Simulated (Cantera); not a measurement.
What does this Cantera script print?

```python
import numpy as np
import cantera as ct

gas_names = """
    CS2
""".split()
cond_names = """
    C(gr) NiS2(s) NiS2(L) Ni3S4(s)
""".split()


# ... load() reads the species with a 1 bar reference pressure and builds the phases ...
species = {s.name: s for s in load("nasa_gas.yaml", gas_names) + load("nasa_condensed.yaml", cond_names)}
# Each term lists the table entries of one substance; the one whose range holds T is used.
reactions = {
    'C + 3 NiS2 = CS2(g) + Ni3S4':
        [(-1, ['C(gr)']), (-3, ['NiS2(s)', 'NiS2(L)']), (1, ['CS2']), (1, ['Ni3S4(s)'])],
}


def pick(names, T):
    return next(species[n] for n in names if species[n].thermo.min_temp <= T <= species[n].thermo.max_temp)


results = []
for label, terms in reactions.items():
    print(label)
    print("     T/K   dH/kJ  dS/(J/K)   dG/kJ   log10 K")
    for T in [523, 548, 573, 598]:
        used = [(nu, pick(names, T)) for nu, names in terms]
        dH = sum(nu * s.thermo.h(T) for nu, s in used) / 1e6
        dS = sum(nu * s.thermo.s(T) for nu, s in used) / 1e3
        dG = dH - T * dS / 1e3
        logK = -dG * 1e6 / (ct.gas_constant * T * np.log(10))
        results.append((label, T, dH, dS, dG, logK, [s.name for _, s in used]))
        print(f"{T:8g} {dH:8.1f} {dS:8.1f} {dG:8.1f} {logK:8.2f}")
```

It prints:

```
C + 3 NiS2 = CS2(g) + Ni3S4
     T/K   dH/kJ  dS/(J/K)   dG/kJ   log10 K
     523    209.9    202.2    104.2   -10.40
     548    210.2    202.7     99.1    -9.45
     573    210.5    203.3     94.0    -8.57
     598    210.8    203.9     88.9    -7.77
```

Cantera with NASA thermochemical tables; ideal gases at 1 bar, condensed phases pure. Condensed species are held in their standard states even where they would react or evaporate.
